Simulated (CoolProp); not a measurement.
Vapour-liquid equilibrium of n-pentane (1) + benzene (2) at 357.2 K; x and y are mole fractions of (1).

Values from CoolProp's multi-fluid Helmholtz-energy mixture model, Thol 2019 and Thol 2012; pair parameters Bell 2016.

```tsv
x	bubble pressure (bar)	y at the bubble point	dew pressure at overall composition x (bar)	liquid density (mol/L)
0.05	1.400	0.216	1.195	10.20
0.15	1.832	0.449	1.311	9.893
0.25	2.186	0.578	1.451	9.598
0.35	2.488	0.665	1.622	9.315
0.45	2.758	0.731	1.834	9.042
0.55	3.007	0.786	2.100	8.780
0.65	3.246	0.836	2.433	8.528
0.75	3.481	0.883	2.843	8.285
0.85	3.716	0.929	3.317	8.052
0.95	3.953	0.976	3.822	7.828
```

No azeotrope shows between x = 0.05 and 0.95.

The pair parameters rest on a limited set of measurements; away from them the model extrapolates.
